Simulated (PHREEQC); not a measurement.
Dissolve 40 mmol/kgw KH2PO4 at 20 °C. Closed to the air; pH follows from the charge balance.

Equilibrium calculation in PHREEQC: ion-association model, phreeqc.dat.

Precipitation was switched off in this run.

**Question.** What pH, specific conductance, ionic strength does the model give?

**Answer.** pH 4.57; specific conductance 3310 µS/cm; ionic strength 0.0402 mol/kgw.
